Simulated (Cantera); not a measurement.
A closed system holds: 1 mol B, 7.2 mol H₂O, at 10000 Pa.

These are equilibrium values from Cantera (NASA tables, ideal gas, pure condensed phases), not measurements of a reactor. Candidate condensed phases: B, B₂O₃, B₃O₃H₃, H₂O; 23 gas species. Gases not in the tables: H₃BO₃. The numbers say what is thermodynamically allowed, not how fast it happens.

Problem. Which condensed phases are stable at each of these points (T (K)): 1573, 1673, 1773, 1873, 1973, 2073, 2173, 2273?

Solution. 
| T (K) | condensed phases | B condensed (%) |
|---|---|---|
| 1573 | B₂O₃(l) | 7.2 |
| 1673 | gas only | 0.0 |
| 1773 | gas only | 0.0 |
| 1873 | gas only | 0.0 |
| 1973 | gas only | 0.0 |
| 2073 | gas only | 0.0 |
| 2173 | gas only | 0.0 |
| 2273 | gas only | 0.0 |

At 1573 K the condensed part is B₂O₃(l). From 1673 K to 2273 K nothing is condensed.
